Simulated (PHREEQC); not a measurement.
Dissolve 0.012 mol/kgw Ba(NO3)2 at 20 °C. Closed to the air; pH follows from the charge balance.

Computed with PHREEQC (ion-association model, phreeqc.dat).

No solid was allowed to form.

**Question.** Predict the specific conductance.

**Answer.** specific conductance 2420 µS/cm.
